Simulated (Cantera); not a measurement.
**Diamond growth**

A diamond (100) surface in a fixed gas of H2 with x(CH4) = 0.014, x(H) = 0.00033, x(CH3) = 0.00014, at 998 K; coverages are run to steady state.

Detailed kinetics in Cantera: the Harris–Goodwin 1993 mechanism for the reconstructed diamond (100) surface.

```tsv
P (Pa)	growth (µm/h)	θ c6HH	θ c6H*	θ c6*H	θ c6**	θ c6HM
770	0.111	0.574	0.0166	0.343	0.00666	0.0432
1400	0.293	0.557	0.0161	0.332	0.00645	0.0645
2400	0.662	0.539	0.0156	0.321	0.00623	0.0861
4200	1.44	0.521	0.0150	0.310	0.00602	0.108
7400	2.95	0.506	0.0146	0.301	0.00584	0.126
13000	5.71	0.495	0.0143	0.294	0.00571	0.139
23000	10.7	0.488	0.0141	0.289	0.00562	0.149
41000	19.9	0.483	0.0139	0.286	0.00556	0.154
```
θ: site fractions in the mechanism's names (c6HH fully hydrogenated, c6H* and c6*H radical sites, c6** diradical, c6HM methylated).
